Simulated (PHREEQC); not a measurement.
Consider water at 47 °C with 120 mmol/kgw HF and 2.8 mmol/kgw CsF. Closed to the air; pH follows from the charge balance.

Equilibrium calculation in PHREEQC: ion-association model, wateq4f.dat.

```json
[
 {"quantity": "pH", "before": "2.19", "after": "2.35"},
 {"quantity": "ionic strength (mol/kgw)", "before": "0.00981", "after": "0.00629"},
 {"quantity": "HF (mol/kgw)", "before": "0.0912", "after": "0.0486"},
 {"quantity": "H2F2 (mol/kgw)", "before": "0.00951", "after": "0.00270"},
 {"quantity": "F- (mol/kgw)", "before": "0.00704", "after": "0.00520"},
 {"quantity": "HF2- (mol/kgw)", "before": "0.00277", "after": "0.00109"}
]
```

Question: Name the change that produced these shifts.
A. CsF from 0.0028 to 0.00056 mol/kgw
B. 0.12 mol/kgw HBr added
C. diluted 2-fold with water
D. HF from 0.12 to 0.18 mol/kgw
E. temperature from 47 to 40 °C

Answer: C, diluted 2-fold with water

Precipitation was switched off in this run. wateq4f.dat counts part of the HF as a dimer, H2F2, which phreeqc.dat doesn't know; its constant is uncertain. Constants without temperature data keep their 25 °C values here.
